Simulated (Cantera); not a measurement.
Mixture: 35.3 % H₂, 13.6 % O₂, 51.1 % N₂, equivalence ratio 1.3, at 750 Torr, adiabatic and at constant pressure. Ignition delay is the time to a rise of 400 K.

Computed with Cantera and the H2/O2 subset of GRI-Mech 3.0, which has no nitrogen chemistry. Where the delays flatten at high temperature, the 400 K rule measures the pace of heat release, not the induction time.

Predict: delay at 1175 K; delay at 1325 K; delay at 1475 K; delay at 1625 K.


- delay at 1175 K: 55.4 µs
- delay at 1325 K: 27.9 µs
- delay at 1475 K: 18.8 µs
- delay at 1625 K: 15.7 µs
